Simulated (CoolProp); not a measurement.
The numbers come from the reference Helmholtz-energy equation of state, Gao 2022 in CoolProp.

### Question
For n-perfluorohexane, give the phase and the cp (kJ/(kg K)), cv (kJ/(kg K)) at 450 K and 0.713 bar; 450 K and 1.62 bar.

### Answer
- 450 K and 0.713 bar: gas; cp 1.01, cv 0.983
- 450 K and 1.62 bar: gas; cp 1.01, cv 0.985
